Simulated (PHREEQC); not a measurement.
Dissolve 1.8 mmol/kgw (NH4)2HPO4 at 25 °C. It is in equilibrium with CO2 at log p = -3.4 (atm). Otherwise closed; pH follows from the charge balance.

Equilibrium calculation in PHREEQC: ion-association model, phreeqc.dat.

No solid was allowed to form.

Question: Estimate the pH, specific conductance, ionic strength.

Answer: pH 7.67; specific conductance 404 µS/cm; ionic strength 0.00492 mol/kgw.

Question: In which forms is P present?

Answer: HPO4-2 78 %, H2PO4- 22 % of the P.
